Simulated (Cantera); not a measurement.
A freely propagating, adiabatic, planar premixed flame of 32.6 % H₂, 13.6 % O₂, 51.2 % N₂, 2.67 % H₂O, equivalence ratio 1.2, unburnt at 400 K and 690000 Pa; multicomponent transport, grid criteria slope 0.08 and curve 0.16, no radiation.

Cantera simulation using the H2/O2 subset of GRI-Mech 3.0, which has no nitrogen chemistry; the numbers are that mechanism's predictions, not measurements. The hydrogen kinetics of GRI-Mech 3.0 are dated; newer H2 mechanisms differ, most at raised pressure. Burning velocities carry a grid error of a few per cent, more on coarse grids.

x: mole fraction of selected species; z is measured from the peak of heat release.

| z (mm) | T (K) | u (m/s) | x H₂ | x O₂ | x H₂O | x OH | x H | x H₂O₂ |
|---|---|---|---|---|---|---|---|---|
| -0.100 | 400 | 3.37 | 0.326 | 0.136 | 0.0267 | <1e-8 | <1e-8 | <1e-8 |
| -0.0668 | 400 | 3.37 | 0.326 | 0.136 | 0.0267 | <1e-8 | <1e-8 | <1e-8 |
| -0.0501 | 400 | 3.37 | 0.325 | 0.136 | 0.0268 | <1e-8 | <1e-8 | ? |
| -0.0334 | 404 | 3.38 | 0.322 | 0.137 | 0.0270 | <1e-8 | <1e-8 | ? |
| -0.0167 | 486 | 3.95 | 0.295 | 0.140 | 0.0327 | 1.84e-5 | 3.36e-6 | ? |
| -0.00834 | 839 | 6.54 | 0.245 | 0.129 | 0.0699 | 0.000923 | 0.00130 | ? |
| 0 | 1317 | 9.99 | 0.177 | 0.0959 | 0.147 | 0.00244 | 0.00998 | ? |
| 0.00834 | 1649 | 12.4 | 0.119 | 0.0553 | 0.224 | 0.00558 | 0.0209 | ? |
| 0.0167 | 1838 | 13.7 | 0.0857 | 0.0290 | 0.270 | 0.00886 | 0.0256 | ? |
| 0.0334 | 2020 | 15.0 | 0.0665 | 0.0112 | 0.303 | 0.0117 | 0.0234 | ? |
| 0.0668 | 2169 | 16.0 | 0.0615 | 0.00530 | 0.319 | 0.0110 | 0.0160 | ? |
| 0.134 | 2278 | 16.7 | 0.0590 | 0.00268 | 0.330 | 0.00852 | 0.00974 | ? |
| 0.267 | 2348 | 17.1 | 0.0570 | 0.00119 | 0.338 | 0.00587 | 0.00577 | ? |

**Question.** Fill in the missing entries.

**Answer.** 
- -0.0501, x H₂O₂: 2.53e-8
- -0.0334, x H₂O₂: 6.61e-7
- -0.0167, x H₂O₂: 4.91e-5
- -0.00834, x H₂O₂: 0.000174
- 0, x H₂O₂: 6.57e-5
- 0.00834, x H₂O₂: 6.90e-6
- 0.0167, x H₂O₂: 3.80e-6
- 0.0334, x H₂O₂: 2.18e-6
- 0.0668, x H₂O₂: 1.27e-6
- 0.134, x H₂O₂: 7.65e-7
- 0.267, x H₂O₂: 4.25e-7
